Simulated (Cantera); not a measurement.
An adiabatic, constant-pressure homogeneous reactor starts with CH4 : C2H6 : C3H8 : O2 : N2 : CO2 = 1 : 0.13 : 0.51 : 3.34 : 12.5 : 0.87 (molar parts), equivalence ratio 1.5, at 1075 K and 11300 Torr. Integrator tolerance rtol = 1e-08.

Detailed kinetics in Cantera: GRI-Mech 3.0 (53 species, 325 reactions). GRI-Mech 3.0 was tuned for natural gas; its chemistry of propane as a main component is partial and can be far from experiment. The pressure lies above the range GRI-Mech 3.0 was tuned for (to about 10 atm).

Problem. What does this change do: constant volume in place of constant pressure?

Solution. 
```tsv
quantity	before	after
time of steepest temperature rise	4.17 ms	3.99 ms
temperature at 4.00 s	2457 K	2797 K
equilibrium temperature	2457 K	2797 K
x(CH4) at 4.00 s	6.67e-11 (gas-phase equilibrium 7.42e-11)	1.44e-10 (gas-phase equilibrium 1.61e-10)
x(C2H6) at 4.00 s	<1e-12 (gas-phase equilibrium <1e-12)	<1e-12 (gas-phase equilibrium <1e-12)
x(C3H8) at 4.00 s	<1e-12 (gas-phase equilibrium <1e-12)	<1e-12 (gas-phase equilibrium <1e-12)
x(O2) at 4.00 s	1.85e-5 (gas-phase equilibrium 1.85e-5)	0.000140 (gas-phase equilibrium 0.000140)
x(H2) at 4.00 s	0.0482 (gas-phase equilibrium 0.0482)	0.0459 (gas-phase equilibrium 0.0459)
```

Problem. What does this change do: initial temperature 1075 to 1600 K?

Solution. 
```json
[
 {"quantity": "time of steepest temperature rise", "before": "4.17 ms", "after": "9.41 µs"},
 {"quantity": "temperature at 4.00 s", "before": "2457 K", "after": "2860 K"},
 {"quantity": "equilibrium temperature", "before": "2457 K", "after": "2860 K"},
 {"quantity": "x(CH4) at 4.00 s", "before": "6.67e-11 (gas-phase equilibrium 7.42e-11)", "after": "1.42e-11 (gas-phase equilibrium 1.63e-11)"},
 {"quantity": "x(C2H6) at 4.00 s", "before": "<1e-12 (gas-phase equilibrium <1e-12)", "after": "<1e-12 (gas-phase equilibrium <1e-12)"},
 {"quantity": "x(C3H8) at 4.00 s", "before": "<1e-12 (gas-phase equilibrium <1e-12)", "after": "<1e-12 (gas-phase equilibrium <1e-12)"},
 {"quantity": "x(O2) at 4.00 s", "before": "1.85e-5 (gas-phase equilibrium 1.85e-5)", "after": "0.000618 (gas-phase equilibrium 0.000618)"},
 {"quantity": "x(H2) at 4.00 s", "before": "0.0482 (gas-phase equilibrium 0.0482)", "after": "0.0461 (gas-phase equilibrium 0.0461)"}
]
```

Problem. What does this change do: CO2 0.87 to 0.29 parts?

Solution. 
```csv
quantity,before,after
time of steepest temperature rise,4.17 ms,4.06 ms
temperature at 4.00 s,2457 K,2517 K
equilibrium temperature,2457 K,2517 K
x(CH4) at 4.00 s,6.67e-11 (gas-phase equilibrium 7.42e-11),9.28e-11 (gas-phase equilibrium 1.04e-10)
x(C2H6) at 4.00 s,<1e-12 (gas-phase equilibrium <1e-12),<1e-12 (gas-phase equilibrium <1e-12)
x(C3H8) at 4.00 s,<1e-12 (gas-phase equilibrium <1e-12),<1e-12 (gas-phase equilibrium <1e-12)
x(O2) at 4.00 s,1.85e-5 (gas-phase equilibrium 1.85e-5),2.07e-5 (gas-phase equilibrium 2.07e-5)
x(H2) at 4.00 s,0.0482 (gas-phase equilibrium 0.0482),0.0591 (gas-phase equilibrium 0.0591)
```
